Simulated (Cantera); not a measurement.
Charge: 1 mol Si, 0.048 mol CO₂, 1.4 mol N₂, equilibrated at 2025 K and 13.3 mbar.

Equilibrium computed with Cantera from the NASA thermochemical tables; the gas is ideal and each condensed phase is pure. Candidate condensed phases: C, Si, SiC, SiO₂, Si₂N₂O, Si₃N₄; 34 gas species. Mutual solubility and eutectic melting of coexisting phases are not modelled. The tables' values for SiN are old estimates; treat these amounts as uncertain. Equilibrium is a limit: real reactors are often held back by kinetics, nucleation or transport.

Base state: N₂ 0.931, SiO 0.0468, CO 0.0171, Si 0.00437, Si₂N 0.000153, Si₂C 0.000133, SiN 0.000119, Si₂ 4.80e-5 (mole fractions); condensed: Si(l) + SiC(s).

Question: What changes in the equilibrium state with this change: temperature from 2025 K to 1698 K?

Answer: 
```json
[
 {"species": "N₂", "before": "0.931", "after": "0.996"},
 {"species": "SiO", "before": "0.0468", "after": "0.00216"},
 {"species": "CO", "before": "0.0171", "after": "0.00209"},
 {"species": "Si₃", "before": "1.02e-5", "after": "<1e-9"},
 {"species": "Si₂", "before": "4.80e-5", "after": "1.18e-8"},
 {"species": "Si₂C", "before": "0.000133", "after": "6.87e-8"},
 {"species": "Si₂N", "before": "0.000153", "after": "3.43e-7"},
 {"species": "Si", "before": "0.00437", "after": "1.15e-5"},
 {"species": "Si(l), mol", "before": "0.900", "after": "0"},
 {"species": "SiC(s), mol", "before": "0.0221", "after": "0.0463"},
 {"species": "Si₂N₂O(s), mol", "before": "0", "after": "0.0926"},
 {"species": "Si₃N₄(s), mol", "before": "0", "after": "0.256"}
]
```
